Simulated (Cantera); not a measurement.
Input: 1 mol Al, 18 mol HBr, 0.87 mol N2, equilibrated at 5.30 Pa.

Equilibrium computed with Cantera from the NASA thermochemical tables; the gas is ideal and each condensed phase is pure. Candidate condensed phases: Al, AlBr3, AlN, Br2; 19 gas species. Equilibrium is a limit: real reactors are often held back by kinetics, nucleation or transport.

x: gas mole fraction; nothing condenses.

```csv
T (°C),x HBr,x Br,x H2,x AlBr3,x N2,x AlBr
527,0.817,1.58e-5,0.0817,0.0544,0.0474,<1e-12
602,0.816,0.000111,0.0817,0.0544,0.0474,8.37e-12
677,0.816,…,0.0819,0.0544,0.0473,…
752,0.813,0.00234,0.0827,0.0544,0.0473,8.89e-9
827,0.806,0.00771,0.0852,0.0542,0.0472,1.46e-7
902,0.787,0.0211,0.0914,0.0539,0.0469,1.80e-6
977,0.749,0.0482,0.104,0.0531,0.0462,1.82e-5
1052,0.686,0.0929,0.124,0.0517,0.0452,0.000163
1127,…,…,…,0.0488,0.0436,…
1202,0.499,0.232,0.179,0.0397,0.0415,0.00799
```

Task: Complete the blanks.

Result: 
- 1127, x HBr: 0.599
- 1127, x Br: 0.155
- 1127, x H2: 0.151
- 1127, x AlBr: 0.00130
- 677, x Br: 0.000576
- 677, x AlBr: 3.58e-10
